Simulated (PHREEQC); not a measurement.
A solution holds 0.036 mol/kgw H2SO4 and 0.025 mol/kgw Li2SO4, at 25 °C. Closed to the air; pH follows from the charge balance.

Model: ion-association model, phreeqc.dat, run in PHREEQC.

This is a speciation only: nothing precipitates in the calculation.

**Question.** Predict the pH.

**Answer.** pH 1.51.

**Question.** In which forms is S present?

**Answer.** HSO4- 56 %, SO4-2 40 %, LiSO4- 3.1 % of the S.

Complexes and solids missing from the database can't appear.
